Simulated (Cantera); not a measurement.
A perfectly stirred reactor is fed with C3H8 : O2 : N2 = 1 : 12.2 : 45.9 (molar parts), at 1.01 bar; it is adiabatic with a 350 K inlet, and is followed from long to short residence time, starting on the burning branch (τ in s: 0.25, 0.12, 0.06, 0.029, 0.014, 0.0069, 0.0034, 0.0016, 0.0008, 0.00039, 0.00019, 9.2e-05, 4.5e-05).

Model: GRI-Mech 3.0 (53 species, 325 reactions), integrated in Cantera. GRI-Mech 3.0 was tuned for natural gas; its chemistry of propane as a main component is partial and can be far from experiment.

Problem. What does this change do: inlet temperature 350 to 600 K?

Solution. 
```csv
quantity,before,after
"blow-out, bracketed by the residence times tried","burning at 6.90 ms, out at 3.40 ms","burning at 0.390 ms, out at 0.190 ms"
x(C3H8) at τ = 0.250 s,3.28e-6,1.06e-6
x(O2) at τ = 0.250 s,0.120,0.120
x(H2) at τ = 0.250 s,1.49e-5,1.98e-5
x(C2H) at τ = 0.250 s,2.17e-11,1.17e-10
x(CH2O) at τ = 0.250 s,1.38e-6,5.51e-7
x(C3H8) at τ = 3.40 ms,0.0169,1.64e-5
x(O2) at τ = 3.40 ms,0.206,0.121
x(H2) at τ = 3.40 ms,<1e-12,0.000310
x(C2H) at τ = 3.40 ms,<1e-12,9.70e-10
x(CH2O) at τ = 3.40 ms,<1e-12,1.23e-5
```
